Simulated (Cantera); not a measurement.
A perfectly stirred reactor is fed with CH₄ : CO : O₂ : N₂ = 1 : 0.17 : 2.94 : 29.1 (molar parts), at 4.93 atm; it is adiabatic with a 823 K inlet, and is followed from long to short residence time, starting on the burning branch (τ in s: 0.033, 0.013, 0.0054, 0.0022, 0.0009, 0.00036, 0.00015, 6e-05, 2.5e-05, 1e-05).

Cantera simulation using GRI-Mech 3.0 (53 species, 325 reactions); the numbers are that mechanism's predictions, not measurements.

Task: What does this change do: CH4 1 to 1.3 parts?

Result: 
```json
[
 {"quantity": "blow-out, bracketed by the residence times tried", "before": "burning at 2.20 ms, out at 0.900 ms", "after": "burning at 0.900 ms, out at 0.360 ms"},
 {"quantity": "x(CH₄) at τ = 33.0 ms", "before": "2.58e-5", "after": "1.41e-5"},
 {"quantity": "x(CO) at τ = 33.0 ms", "before": "0.000383", "after": "0.000622"},
 {"quantity": "x(O₂) at τ = 33.0 ms", "before": "0.0260", "after": "0.00795"},
 {"quantity": "x(N₂O) at τ = 33.0 ms", "before": "1.55e-6", "after": "6.89e-7"},
 {"quantity": "x(HCO) at τ = 33.0 ms", "before": "1.15e-8", "after": "1.60e-8"},
 {"quantity": "x(CH₄) at τ = 0.360 ms", "before": "0.0301", "after": "0.0388"},
 {"quantity": "x(CO) at τ = 0.360 ms", "before": "0.00512", "after": "0.00507"},
 {"quantity": "x(O₂) at τ = 0.360 ms", "before": "0.0885", "after": "0.0877"},
 {"quantity": "x(N₂O) at τ = 0.360 ms", "before": "<1e-12", "after": "<1e-12"},
 {"quantity": "x(HCO) at τ = 0.360 ms", "before": "<1e-12", "after": "<1e-12"}
]
```
